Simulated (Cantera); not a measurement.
Input: 1 mol toluene, 0.74 mol H2, 0.037 mol NH3, equilibrated at 1302 °C and 2.00 bar.

Cantera equilibrium calculation (NASA polynomials, part measured and part estimated; ideal gas, pure solids and liquids). Candidate condensed phases: C, C6H6, C7H8, C8H18; 92 gas species. Rates play no part.

Base state: H2 0.992, N2 0.00380, CH4 0.00358, HCN 0.000107, H 2.93e-5, C2H2 (acetylene) 2.09e-5 (mole fractions); condensed: C(graphite).

### Question
What changes in the equilibrium state with this change: pressure from 2.00 bar to 13.3 mbar?

### Answer
```csv
species,before,after
H2,0.992,0.996
N2,0.00380,0.00379
H,2.93e-5,0.000359
CH4,0.00358,2.40e-5
C2H2 (acetylene),2.09e-5,2.10e-5
HCN,0.000107,0.000107
"C(graphite), mol",6.98,7.00
```
